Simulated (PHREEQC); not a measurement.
# Alkaline etch or developer (model solution)

A solution holds 6.3 mmol/kgw NaOH, 0.041 mmol/kgw CO2 and 13 mmol/kgw K3PO4, at 20 °C. Closed to the air; pH follows from the charge balance.

Equilibrium calculation in PHREEQC: ion-association model, phreeqc.dat.

Each row changes one thing in this solution. No solid was allowed to form.

| case | pH | ionic strength (mol/kgw) |
|---|---|---|
| as made | 12.10 | 0.0744 |
| CO2 left out | 12.11 | 0.0744 |
| diluted 5-fold with water | 11.62 | 0.0128 |
| CO2 from 4.1e-05 to 6.15e-05 mol/kgw | 12.10 | 0.0744 |
| NaOH from 0.0063 to 0.00567 mol/kgw | 12.08 | 0.0734 |
| 0.0014 mol/kgw HNO3 added | 12.06 | 0.0737 |
| K3PO4 replaced by K2SiO3 at the same molality | 12.33 | 0.0342 |
| temperature from 20 to 30 °C | 11.82 | 0.0715 |
